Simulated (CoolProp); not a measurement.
A single-stage vapour-compression cycle with R143a: evaporating at 205.15 K (dew point), condensing at 228.15 K (bubble point), superheat 2 K, subcooling 2 K, compressor efficiency 0.9, no pressure losses. Each further row changes one setting.

Model: reference Helmholtz-energy equation of state, Lemmon and Jacobsen 2000, in CoolProp.

```tsv
case	cooling COP	pressure ratio	discharge temperature (K)	refrigerating effect (kJ/kg)	volumetric capacity (kJ/m³)
as stated	7.43	3.34	246.4	215	362
evaporating temperature 210.15 K	9.92	2.50	242.2	218	480
condensing temperature 223.15 K	9.68	2.63	238.5	221	373
subcooling 7 K	7.66	3.34	246.4	221	373
superheat 12 K	7.33	3.34	257.0	222	356
compressor efficiency 0.8	6.61	3.34	250.6	215	362
```
